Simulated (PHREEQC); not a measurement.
Solution (25 °C): 2.6 mmol/kgw CaSO4 and 12 mmol/kgw Na2HPO4. Closed to the air; pH follows from the charge balance.

Equilibrium calculation in PHREEQC: ion-association model, phreeqc.dat.

Task: The ionic strength comes out as 0.0382 mol/kgw. What activity coefficients do Ca+2, NaHPO4-, H2PO4-, SO4-2, CaPO4- get?

Result: Ca+2 0.51, NaHPO4- 0.84, H2PO4- 0.84, SO4-2 0.50, CaPO4- 0.84.

This is a speciation only: nothing precipitates in the calculation. Examples of supersaturated solids here: Hydroxyapatite. Others may be too.
